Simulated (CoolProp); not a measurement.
Properties of carbon monoxide along the isobar 0.827 MPa (Tc = -140.3 °C, pc = 3.498 MPa, ω = 0.050).

Model: reference Helmholtz-energy equation of state, Lemmon 2006, in CoolProp. It is a short technical equation, of lower accuracy than the large ones.

```
T (°C)    phase        Z  cp (kJ/(kg K))  cv (kJ/(kg K))  expansivity (1/kK)  fugacity coefficient
-------  ------  -------  --------------  --------------  ------------------  --------------------
-186.25  liquid  0.04155           2.158           1.108               5.906                0.2088
-181.75  liquid  0.04061           2.188           1.081               6.387                   ___
-177.35  liquid  0.03990           2.234           1.057               6.985                0.4391
-172.85  liquid  0.03939           2.301           1.036               7.787                0.6005
-168.35  liquid  0.03914           2.399           1.018               8.895                0.7928
-163.85     gas   0.8387           1.441          0.8499               15.66                0.8622
-159.35     gas      ___           1.346          0.8184               13.76                0.8776
-154.95     gas   0.8775           1.287          0.8004               12.44                0.8904
-150.45     gas   0.8918           1.246          0.7884               11.41                0.9017
-145.95     gas   0.9038           1.216          0.7801               10.58                0.9115
-141.45     gas   0.9141           1.193          0.7740               9.893                0.9201
-136.95     gas   0.9229           1.174          0.7693               9.311                   ___
-132.55     gas   0.9303           1.159          0.7656               8.819                0.9341
-128.05     gas   0.9370           1.147          0.7626               8.378                0.9400
-123.55     gas   0.9429             ___          0.7601               7.987                0.9453
-119.05     gas   0.9481           1.127          0.7580               7.638                0.9500
```

Question: What belongs in the gaps?

Answer: 
- -181.75, fugacity coefficient: 0.3110
- -159.35, Z: 0.8605
- -136.95, fugacity coefficient: 0.9276
- -123.55, cp (kJ/(kg K)): 1.136
